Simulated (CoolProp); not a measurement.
Vapour-liquid equilibrium of toluene (1) + n-nonane (2) at 61.45 °C; x and y are mole fractions of (1).

Model: multi-fluid Helmholtz-energy mixture model, Lemmon 2006 and Lemmon 2006; pair parameters Bell 2016, in CoolProp.

**Question.** Give the bubble pressure and the first vapour's composition at x = 0.05, 0.45, 0.85. Is there an azeotrope?

**Answer.** x = 0.05: 0.005425 MPa, y = 0.252; x = 0.45: 0.01282 MPa, y = 0.802; x = 0.85: 0.01781 MPa, y = 0.948. No azeotrope shows between x = 0.05 and 0.95.

Pair parameters are fitted to limited data, so mixtures are less certain than the pure fluids.
